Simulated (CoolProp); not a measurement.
Computed with CoolProp (reference Helmholtz-energy equation of state, Lemmon 2006). It is a short technical equation, of lower accuracy than the large ones.

Task: Give the vapour pressure (MPa), vapour density (kg/m³), liquid conductivity (mW/(m K)) of saturated R142b at 304.4 K.

Result: 
```json
[
 {"T (K)": "304.4", "p (MPa)": "0.408", "vapour density (kg/m³)": "18.1", "liquid conductivity (mW/(m K))": "79.3"}
]
```

Thermal conductivity comes from a separate model (Huber 2003), an estimate that may be off by 10 % or more.
